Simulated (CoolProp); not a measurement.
Vapour-liquid equilibrium of R227EA (1) + isobutene (2) at 0.0512 MPa; x and y are mole fractions of (1).

The numbers come from the multi-fluid Helmholtz-energy mixture model, Lemmon 2016 and Lemmon 2005; pair parameters Bell 2016 in CoolProp.

Problem. Give the bubble temperature and the first vapour's composition at x = 0.05, 0.25, 0.35. Is there an azeotrope?

Solution. x = 0.05: -27.6 °C, y = 0.216; x = 0.25: -33.5 °C, y = 0.483; x = 0.35: -34.2 °C, y = 0.525. y crosses x between x = 0.55 and 0.65: the model has an azeotrope there.

Pair parameters are fitted to limited data, so mixtures are less certain than the pure fluids.
